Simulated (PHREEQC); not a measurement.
A solution holds 0.039 mol/kgw HF, 0.088 mol/kgw KF and 0.0047 mol/kgw H3PO4, at 20 °C. Closed to the air; pH follows from the charge balance.

The numbers come from PHREEQC with the ion-association model, phreeqc.dat.

| Item | Result |
|---|---|
| pH | 3.36 |
| ionic strength | 0.0885 mol/kgw |
| density | 1.003 g/cm³ |
| total alkalinity | -43.7 meq/kg |

```
species  molality  activity   log γ
-------  --------  --------  ------
K+         0.0880    0.0682  -0.111
F-         0.0748    0.0578  -0.112
HF         0.0337    0.0344   0.009
HF2-      0.00926   0.00731  -0.103
H2PO4-    0.00449   0.00358  -0.099
H+       0.000522  0.000434  -0.080
H3PO4    0.000211  0.000215   0.009
HPO4-2    1.26e-6   4.97e-7  -0.405
KHPO4-    8.29e-8   6.61e-8  -0.099
```

This is a speciation only: nothing precipitates in the calculation. Species that the database lacks are ignored.
